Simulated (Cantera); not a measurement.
An adiabatic, constant-volume homogeneous reactor starts with H₂ : O₂ : N₂ = 1 : 1.43 : 5.37 (molar parts), at 1375 K and 5.00 bar. Integrator tolerance rtol = 1e-08.

Detailed kinetics in Cantera: GRI-Mech 3.0 (53 species, 325 reactions). The hydrogen kinetics of GRI-Mech 3.0 are dated; newer H2 mechanisms differ, most at raised pressure.

Task: What does this change do: pressure from 5.00 bar to 2.80 bar?

Result: 
| quantity | before | after |
|---|---|---|
| time of steepest temperature rise | 5.18 µs | 8.70 µs |
| temperature at 1.00 s | 2410 K | 2402 K |
| equilibrium temperature | 2410 K | 2402 K |
| x(H₂) at 1.00 s | 0.000513 (gas-phase equilibrium 0.000513) | 0.000657 (gas-phase equilibrium 0.000657) |
| x(O₂) at 1.00 s | 0.118 (gas-phase equilibrium 0.118) | 0.118 (gas-phase equilibrium 0.118) |
| x(OH) at 1.00 s | 0.00638 (gas-phase equilibrium 0.00638) | 0.00717 (gas-phase equilibrium 0.00717) |
| x(H₂O) at 1.00 s | 0.133 (gas-phase equilibrium 0.133) | 0.132 (gas-phase equilibrium 0.132) |
| x(N₂O) at 1.00 s | 2.15e-6 (gas-phase equilibrium 2.15e-6) | 1.58e-6 (gas-phase equilibrium 1.58e-6) |
| x(NO) at 1.00 s | 0.0141 (gas-phase equilibrium 0.0141) | 0.0139 (gas-phase equilibrium 0.0139) |
